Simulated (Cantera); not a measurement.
Input (Python, Cantera) and output of one run.

```python
import numpy as np
import cantera as ct

gas_names = """
    CL CL2 H HCL H2 Si SiCL SiCL2 SiCL3 SiCL4 SiH SiHCL3 SiH2 SiH2CL2 SiH3 SiH3CL SiH4 Si2 Si3
""".split()
cond_names = """
    Si(cr) Si(L)
""".split()


def load(file, names, dense=False):
    # The tables refer to 1 bar. Condensed volumes are neglected.
    table = {s.name: s for s in ct.Species.list_from_file(file)}
    out = []
    for n in names:
        d = dict(table[n].input_data)
        d["thermo"] = dict(d["thermo"], **{"reference-pressure": 1e5})
        if dense:
            d["equation-of-state"] = {"model": "constant-volume", "density": "1e6 g/cm^3"}
        out.append(ct.Species.from_dict(d))
    return out


gas = ct.Solution(thermo="ideal-gas", species=load("nasa_gas.yaml", gas_names))
cond = {s.name: ct.Solution(thermo="fixed-stoichiometry", species=[s], name=s.name)
        for s in load("nasa_condensed.yaml", cond_names, dense=True)}
atoms = {
    'SiCl4': {'Si': 1, 'CL': 4},
    'Cl2': {'CL': 2},
    'H2': {'H': 2},
    'HCl': {'H': 1, 'CL': 1},
}
top_T = {}  # K; cautious upper limits of use, not melting points


def equilibrate(T, P, feed):
    n = {}
    for name, mol in feed.items():
        for a, k in atoms[name].items():
            n[a] = n.get(a, 0.0) + k * mol
    gas.TPX = T, P, n
    mass = sum(n.values()) * gas.mean_molecular_weight
    gas.equilibrate("TP")
    valid = [c for c in cond.values() if c.min_temp <= T <= top_T.get(c.name, c.max_temp)]
    mix = ct.Mixture([(gas, mass / gas.mean_molecular_weight)] + [(c, 0.0) for c in valid])
    mix.T, mix.P = T, P
    mix.equilibrate("TP", solver="vcs", rtol=1e-11, max_steps=5000)
    return mix


results = []
feed = {'SiCl4': 1, 'Cl2': 0.8, 'H2': 3.4, 'HCl': 4.9}  # mol
T = 1100  # K
P = 100000  # Pa
mix = equilibrate(T, P, feed)
results.append((T, P, feed, dict(zip(mix.species_names, mix.species_moles))))
print(gas.report(threshold=1e-06))
for i in range(1, mix.n_phases):
    print(f"{mix.phase(i).name:16s} {mix.phase_moles(i):12.5e} mol")
```

It prints:

```
       temperature   1100 K
          pressure   1e+05 Pa
           density   0.44611 kg/m^3
  mean mol. weight   40.801 kg/kmol
   phase of matter   gas

                          1 kg             1 kmol
                     ---------------   ---------------
          enthalpy       -2.3319e+06       -9.5142e+07  J
   internal energy        -2.556e+06       -1.0429e+08  J
           entropy              5930        2.4195e+05  J/K
    Gibbs function       -8.8549e+06       -3.6129e+08  J
 heat capacity c_p            958.76             39118  J/K
 heat capacity c_v            754.98             30804  J/K

                      mass frac. Y      mole frac. X     chem. pot. / RT
                     ---------------   ---------------   ---------------
               HCL           0.57562           0.64419           -35.057
                H2          0.012689           0.25681           -19.107
             SiCL3        0.00021017        6.3786e-05           -95.935
             SiCL4           0.40956          0.098364           -121.44
            SiHCL3         0.0019199        0.00057835           -105.49
     [  +14 minor]        2.4323e-06        1.0263e-06

Si(cr)            0.00000e+00 mol
```

Method: chemical equilibrium by Gibbs-energy minimisation in Cantera with the NASA 1993 tables (ideal gas, pure condensed phases). The tables' values for SiCl3 are old estimates; treat these amounts as uncertain.
